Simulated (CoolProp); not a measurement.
Vapour-liquid equilibrium of methanol (1) + water (2) at 343.5 K; x and y are mole fractions of (1).

The numbers come from the multi-fluid Helmholtz-energy mixture model, de Reuck 1993 and Wagner 2002; pair parameters Bell 2016 in CoolProp.

| x | bubble pressure, mixture model (bar) | bubble pressure, Raoult's law (bar) | y, mixture model | y, Raoult's law |
|---|---|---|---|---|
| 0.05 | 0.3992 | 0.3645 | 0.236 | 0.174 |
| 0.15 | 0.5389 | 0.4599 | 0.485 | 0.415 |
| 0.25 | 0.6562 | 0.5553 | 0.617 | 0.572 |
| 0.35 | 0.7569 | 0.6507 | 0.702 | 0.684 |
| 0.45 | 0.8459 | 0.7461 | 0.764 | 0.766 |
| 0.55 | 0.9274 | 0.8415 | 0.814 | 0.831 |
| 0.65 | 1.005 | 0.9369 | 0.858 | 0.882 |
| 0.75 | 1.080 | 1.032 | 0.899 | 0.923 |
| 0.85 | 1.155 | 1.128 | 0.939 | 0.958 |
| 0.95 | 1.232 | 1.223 | 0.979 | 0.987 |

The largest gap from Raoult's law is +18.2 % in bubble pressure, at x = 0.25. No azeotrope shows between x = 0.05 and 0.95.

Pair parameters are fitted to limited data, so mixtures are less certain than the pure fluids.
